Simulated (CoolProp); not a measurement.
The fluid at 293.15 K and 0.242 MPa (gas) is heated at constant pressure to 477.5 K. The same conditions are run with several fluids, on thermodynamics alone (safety and materials aside).

Computed with CoolProp (reference Helmholtz-energy equation of state of each fluid (normal hydrogen: Leachman 2009; carbonyl sulfide: Lemmon 2006; R404A: Lemmon 2003)). Blends and air are pseudo-pure fits.

**Question.** Rank normal hydrogen, carbonyl sulfide, R404A by heat (kJ/kg), highest first.

**Answer.** normal hydrogen (2660), R404A (188), carbonyl sulfide (141)

```json
[
 {"fluid": "normal hydrogen", "final density (kg/m³)": "0.123"},
 {"fluid": "carbonyl sulfide", "final density (kg/m³)": "3.68"},
 {"fluid": "R404A", "final density (kg/m³)": "5.99"}
]
```
